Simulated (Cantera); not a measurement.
Feed: 1 mol CH3F, a varied amount of F2, 0.062 mol H2, at 650 K and 735 Torr.

These are equilibrium values from Cantera (NASA tables, ideal gas, pure condensed phases), not measurements of a reactor. Candidate condensed phases: C, C6H6, C7H8, C8H18; 95 gas species. The numbers say what is thermodynamically allowed, not how fast it happens.

Problem. At 0.79 mol F2, list the 4 most abundant gas species with their mole fractions, and the condensed phases.

Solution. HF 0.933, H2 0.0352, CH4 0.0316, H2F2 0.000228. Condensed: C(graphite).
